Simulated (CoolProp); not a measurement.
Vapour-liquid equilibrium of benzene (1) + ethylbenzene (2) at 401.7 K; x and y are mole fractions of (1).

Computed with CoolProp (multi-fluid Helmholtz-energy mixture model, Thol 2012 and Zhou 2012; pair parameters Bell 2016).

```tsv
x	bubble pressure, mixture model (MPa)	bubble pressure, Raoult's law (MPa)	y, mixture model	y, Raoult's law
0.05	0.09349	0.09643	0.160	0.190
0.15	0.1170	0.1249	0.394	0.440
0.25	0.1419	0.1533	0.557	0.598
0.35	0.1682	0.1817	0.675	0.706
0.45	0.1960	0.2102	0.764	0.785
0.55	0.2252	0.2386	0.832	0.845
0.65	0.2555	0.2671	0.886	0.892
0.75	0.2867	0.2955	0.928	0.930
0.85	0.3186	0.3239	0.962	0.962
0.95	0.3506	0.3524	0.989	0.988
```

The largest gap from Raoult's law is -7.4 % in bubble pressure, at x = 0.25. No azeotrope shows between x = 0.05 and 0.95.

Pair parameters are fitted to limited data, so mixtures are less certain than the pure fluids.
